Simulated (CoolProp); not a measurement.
Vapour pressure (MPa) of CHF3 (R23): the reference equation beside estimates from Tc = 26.1 °C, pc = 4.832 MPa, ω = 0.263. Clausius-Clapeyron is anchored at -25.95 °C with a constant enthalpy of vaporisation of 12.70 kJ/mol.

Model: reference Helmholtz-energy equation of state, Penoncello 2003, in CoolProp.

```
T (°C)  reference  Lee-Kesler  Clausius-Clapeyron  van der Waals  Redlich-Kwong  Soave-Redlich-Kwong  Peng-Robinson
------  ---------  ----------  ------------------  -------------  -------------  -------------------  -------------
-35.15     0.8425      0.8502              0.9082          1.801          1.138               0.8539         0.8432
-30.55     0.9887      0.9977               1.026          1.968          1.304                1.004         0.9905
-25.95      1.153       1.163               1.153          2.143          1.485                1.172          1.156
-21.35      1.337       1.348               1.291          2.329          1.682                1.360          1.342
-16.75      1.543       1.554               1.439          2.524          1.897                1.570          1.550
-12.15      1.771       1.782               1.599          2.728          2.129                1.803          1.781
-7.65       2.017       2.029               1.766          2.938          2.374                2.055          2.030
-3.05       2.295       2.307               1.947          3.163          2.643                2.337          2.311
1.55        2.601       2.612               2.141          3.398          2.932                2.647          2.621
```

Absolute difference from the reference over all 9 rows, mean and median: Lee-Kesler 0.7 and 0.7 %, Clausius-Clapeyron 8.5 and 7.8 %, van der Waals 67.2 and 63.6 %, Redlich-Kwong 23.4 and 22.9 %, Soave-Redlich-Kwong 1.7 and 1.7 %, Peng-Robinson 0.4 and 0.5 %.
